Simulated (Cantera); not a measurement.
An isothermal, constant-pressure homogeneous reactor starts with CO : O2 : H2O : N2 = 0.0087 : 0.014 : 0.00083 : 1 (molar parts), at 1248 K and 7500 Torr. Integrator tolerance rtol = 1e-08.

Model: GRI-Mech 3.0 (53 species, 325 reactions), integrated in Cantera.

### Question
What does this change do: temperature 1248 to 1423 K?

### Answer
```csv
quantity,before,after
x(CO) at 40.0 s,1.44e-9 (gas-phase equilibrium 1.45e-9),4.04e-8 (gas-phase equilibrium 4.07e-8)
x(O2) at 40.0 s,0.00947 (gas-phase equilibrium 0.00943),0.00947 (gas-phase equilibrium 0.00937)
x(H2O) at 40.0 s,0.000814 (gas-phase equilibrium 0.000814),0.000814 (gas-phase equilibrium 0.000814)
x(H2) at 40.0 s,8.84e-11 (gas-phase equilibrium 8.86e-11),1.70e-9 (gas-phase equilibrium 1.71e-9)
x(CO2) at 40.0 s,0.00854 (gas-phase equilibrium 0.00854),0.00854 (gas-phase equilibrium 0.00854)
x(NO) at 40.0 s,6.28e-7 (gas-phase equilibrium 6.62e-5),3.20e-6 (gas-phase equilibrium 0.000195)
```
